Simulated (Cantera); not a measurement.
Charge: 1 mol Si₂H₆, 1.9 mol H₂O, 73 mol H₂, held at 0.900 Torr.

Method: chemical equilibrium by Gibbs-energy minimisation in Cantera with the NASA 1993 tables (ideal gas, pure condensed phases). Candidate condensed phases: H₂O, Si, SiO₂; 18 gas species. The feed counts by its element totals alone. Mutual solubility and eutectic melting of coexisting phases are not modelled. The tables hold silica as quartz up to 1696 K and as liquid above; real silica turns to tridymite and cristobalite and melts near 1996 K. Gases not in the tables: Si₂H₆ and higher silanes. Equilibrium is a limit: real reactors are often held back by kinetics, nucleation or transport.

Question: Which condensed phases are stable at each of these points (T (K)): 1250, 1300, 1350, 1400, 1450, 1500, 1550, 1600, 1650, 1700, 1750, 1800, 1850?

Answer: 
```tsv
T (K)	condensed phases	Si condensed (%)
1250	Si(s) + SiO₂(β-quartz)	93.1
1300	Si(s) + SiO₂(β-quartz)	75.1
1350	Si(s) + SiO₂(β-quartz)	18.2
1400	Si(s)	5.0
1450	Si(s)	5.0
1500	Si(s)	5.0
1550	Si(s)	4.9
1600	Si(s)	4.6
1650	Si(s)	4.0
1700	Si(l)	2.5
1750	gas only	0.0
1800	gas only	0.0
1850	gas only	0.0
```

From 1250 K to 1350 K the condensed part is Si(s) + SiO₂(β-quartz). From 1400 K to 1650 K the condensed part is Si(s). At 1700 K the condensed part is Si(l). From 1750 K to 1850 K nothing is condensed.
